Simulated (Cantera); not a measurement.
A closed system holds: 1 mol CO, 15 mol H2, 1.4 mol N2, 0.19 mol O2, equilibrated at 1.00 bar.

Cantera equilibrium calculation (NASA polynomials, part measured and part estimated; ideal gas, pure solids and liquids). Candidate condensed phases: C, C6H6, C7H8, C8H18, H2O; 169 gas species. Ions and electrons are included (thermal ionisation). Kinetics and transport are ignored.

x: gas mole fraction; nothing condenses.

```csv
T (K),x H,x H2,x N2,x CO,x H2O,x O
2500,0.0228,0.820,0.0795,0.0566,0.0212,2.23e-6
3000,0.134,0.717,0.0750,0.0534,0.0188,0.000133
3500,(withheld),(withheld),(withheld),(withheld),(withheld),(withheld)
4000,0.703,0.195,0.0510,0.0366,0.00183,0.00782
4500,0.849,(withheld),(withheld),0.0323,(withheld),(withheld)
5000,0.891,0.0192,0.0400,0.0307,1.23e-5,0.0115
```

What belongs in the gaps?


- 3500, x H: 0.404
- 3500, x H2: 0.469
- 3500, x N2: 0.0637
- 3500, x CO: 0.0455
- 3500, x H2O: 0.0106
- 3500, x O: 0.00212
- 4500, x H2: 0.0603
- 4500, x N2: 0.0442
- 4500, x H2O: 0.000139
- 4500, x O: 0.0105
